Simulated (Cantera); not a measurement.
# SiCl4 + Cl2 + H2 (silicon epitaxy and polysilicon growth)

A closed system holds: 1 mol SiCl4, 0.21 mol Cl2, 31 mol H2, held at 713 Torr.

These are equilibrium values from Cantera (NASA tables, ideal gas, pure condensed phases), not measurements of a reactor. Candidate condensed phases: Si; 19 gas species. The tables' values for SiCl3 are old estimates; treat these amounts as uncertain. Kinetics and transport are ignored.

| T (K) | log p H2 | log p HCl | log p SiCl4 | log p SiCl2 | log p SiHCl3 | log p SiCl3 | log p SiH2Cl2 | n Si(s) |
|---|---|---|---|---|---|---|---|---|
| 923 | -0.04 | -1.76 | -1.61 | -5.87 | -2.33 | -4.54 | -4.07 | 0 |
| 998 | -0.05 | -1.70 | -1.65 | -4.77 | -2.16 | -3.91 | -3.63 | 0 |
| 1073 | -0.05 | -1.63 | -1.71 | -3.87 | -2.04 | -3.40 | -3.30 | 0 |
| 1148 | -0.05 | -1.56 | -1.79 | -3.15 | -1.97 | -2.99 | -3.06 | 0 |
| 1223 | -0.05 | -1.48 | -1.89 | -2.59 | -1.97 | -2.69 | -2.92 | 0 |
| 1298 | -0.06 | -1.36 | -2.03 | -2.24 | -2.07 | -2.52 | -2.96 | 0.0504 |
| 1373 | -0.06 | -1.26 | -2.23 | -2.00 | -2.23 | -2.45 | -3.06 | 0.0978 |
| 1448 | -0.07 | -1.20 | -2.51 | -1.84 | -2.44 | -2.46 | -3.19 | 0.122 |
| 1523 | -0.07 | -1.16 | -2.85 | -1.74 | -2.71 | -2.53 | -3.36 | 0.127 |
| 1598 | -0.07 | -1.14 | -3.22 | -1.68 | -2.99 | -2.65 | -3.54 | 0.123 |
| 1673 | -0.07 | -1.14 | -3.60 | -1.64 | -3.28 | -2.78 | -3.72 | 0.114 |
log p: log10 of the partial pressure in bar; n: condensed amount in mol.

From 923 K to 1223 K nothing is condensed. From 1298 K to 1673 K the condensed part is Si(s). The main Si-bearing gas is SiCl4 at 923 K and SiCl2 at 1673 K.
